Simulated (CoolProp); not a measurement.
n-nonane at 463.74 K and 1.16 MPa flows at 8.6 m/s in a round tube of 4.6 mm bore and 15 µm roughness, fully developed (64/Re and Nu = 3.66 if laminar; Colebrook and Gnielinski if turbulent). Each further row changes one setting.

Values from CoolProp's reference Helmholtz-energy equation of state, Lemmon 2006. It is a short technical equation, of lower accuracy than the large ones.

| case | Reynolds number | Darcy friction factor | pressure drop (Pa/m) | heat-transfer coefficient (W/(m² K)) | mass flow (kg/h) |
|---|---|---|---|---|---|
| as stated | 143000 | [?] | [?] | 20100 | 295 |
| velocity 17.2 m/s | 286000 | 0.0272 | 502000 | [?] | [?] |
| diameter 9.2 mm | 286000 | [?] | 52800 | 17600 | [?] |

Q: What belongs in the gaps?

A: 
- as stated, Darcy friction factor: 0.0277
- as stated, pressure drop (Pa/m): 127000
- velocity 17.2 m/s, heat-transfer coefficient (W/(m² K)): 39800
- velocity 17.2 m/s, mass flow (kg/h): 590
- diameter 9.2 mm, Darcy friction factor: 0.0229
- diameter 9.2 mm, mass flow (kg/h): 1180

Viscosity comes from a separate model (Huber 2004). Thermal conductivity comes from a separate model (Huber 2005).
